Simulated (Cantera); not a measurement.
**Gas activation for diamond growth**

A perfectly stirred reactor is fed with CH4 : H2 : CO2 : H2O = 0.031 : 1 : 0.004 : 0.0015 (molar parts), at 0.0267 bar; it is held at 1600 K, and followed from long to short residence time.

Detailed kinetics in Cantera: GRI-Mech 3.0 (53 species, 325 reactions). GRI-Mech 3.0 stops at C3 and has no aromatics, soot or wall deposition, so with more carbon than oxygen in the feed, carbon stays in small species such as C2H2 where larger ones or solid carbon would form. Radical loss at walls, strong at low pressure, is not modelled.

```csv
τ (s),x CH4,x H2,x CO2,x CH2CO,x O2
7.3,0.0152,0.969,0.000182,3.80e-8,<1e-12
1.2,0.0243,0.964,0.000927,1.48e-8,<1e-12
0.20,0.0288,0.964,0.00266,2.63e-9,<1e-12
0.033,0.0298,0.965,0.00373,1.15e-10,<1e-12
0.0055,0.0299,0.965,0.00385,<1e-12,<1e-12
0.00090,0.0299,0.965,0.00386,<1e-12,<1e-12
0.00015,0.0299,0.965,0.00386,<1e-12,<1e-12
```
x: mole fraction; the columns are a selection and need not sum to one.
